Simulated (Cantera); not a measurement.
Input: 1 mol BF3, 0.97 mol N2, equilibrated at 1627 °C and 1.70 mbar.

These are equilibrium values from Cantera (NASA tables, ideal gas, pure condensed phases), not measurements of a reactor. Candidate condensed phases: B, BN; 13 gas species. The tables' values for BF2 are old estimates; treat these amounts as uncertain. Equilibrium is a limit: real reactors are often held back by kinetics, nucleation or transport.

Base state: BF3 0.507, N2 0.492, F 0.000550, BF2 0.000549 (mole fractions); condensed: gas only.

Question: What changes in the equilibrium state with this change: 0.018 mol HCl added?

Answer: 
```
species   before     after
-------  -------  --------
BF3        0.507     0.491
N2         0.492     0.484
Cl             0   0.00830
HF             0   0.00828
HCl            0  0.000674
H              0   2.27e-5
BF       5.09e-7  0.000114
```
Further candidate phases: NH4Cl.

Question: What changes in the equilibrium state with this change: BF3 replaced by B2O3?

Answer: 
| species | before | after |
|---|---|---|
| B2O3 | 0 | 0.502 |
| N2 | 0.492 | 0.491 |
| BO2 | 0 | 0.00392 |
| BF3 | 0.507 | 0 |
| BO | 0 | 0.00329 |
| F | 0.000550 | 0 |
| BF2 | 0.000549 | 0 |
Further candidate phases: B2O3.
